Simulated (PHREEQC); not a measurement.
Hard or scaling water: speciation

Consider water at 78 °C with 0.13 mol/kgw SrCl2, 0.00019 mol/kgw CO2 and 0.00037 mol/kgw NaCl. Closed to the air; pH follows from the charge balance.

Computed with PHREEQC (ion-association model, wateq4f.dat).

No solid was allowed to form.

Task: Predict the pH, activity of water.

Result: pH 4.72; activity of water 0.993.

Task: In which forms is C present?

Result: CO2 87 %, SrHCO3+ 9.8 %, HCO3- 3.4 % of the C.

At this temperature some constants are extrapolated from 25 °C, and those without enthalpy data are left unchanged.
